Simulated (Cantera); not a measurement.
## Thermodynamics of silicon nitride deposition, feed SiHCl₃ + NH₃

Charge: 1 mol SiHCl₃, a varied amount of NH₃, at 1598 K and 133 Pa.

Equilibrium computed with Cantera from the NASA thermochemical tables; the gas is ideal and each condensed phase is pure. Candidate condensed phases: NH₄Cl, Si, Si₃N₄; 28 gas species. The tables' values for SiCl₃, SiCl are old estimates; treat these amounts as uncertain. Rates play no part.

From 1.2 mol NH₃ to 2 mol NH₃ nothing is condensed. From 2.3 mol NH₃ to 5.4 mol NH₃ the condensed part is Si(s). The main Si-bearing gas is SiCl₂ throughout.

```csv
n(NH₃) (mol),log p H₂,log p SiCl₂,log p HCl,log p N₂,log p SiCl₃,log p H,n Si(s)
1.2,-3.26,-3.53,-3.53,-3.74,-5.28,-5.90,0
1.4,-3.23,-3.56,-3.56,-3.71,-5.37,-5.89,0
1.6,-3.21,-3.60,-3.60,-3.69,-5.45,-5.88,0
1.8,-3.19,-3.63,-3.63,-3.67,-5.52,-5.87,0
2,-3.18,-3.66,-3.66,-3.65,-5.59,-5.86,0
2.3,-3.16,-3.70,-3.70,-3.63,-5.68,-5.85,0.00203
2.6,-3.14,-3.75,-3.71,-3.62,-5.75,-5.85,0.0253
2.9,-3.13,-3.79,-3.73,-3.61,-5.82,-5.84,0.0468
3.3,-3.12,-3.85,-3.75,-3.59,-5.90,-5.83,0.0734
3.7,-3.11,-3.90,-3.77,-3.58,-5.98,-5.83,0.0977
4.2,-3.10,-3.96,-3.80,-3.57,-6.06,-5.82,0.126
4.8,-3.09,-4.02,-3.82,-3.56,-6.16,-5.82,0.156
5.4,-3.08,-4.07,-3.85,-3.55,-6.24,-5.82,0.184
```
log p: log10 of the partial pressure in bar; n: condensed amount in mol.
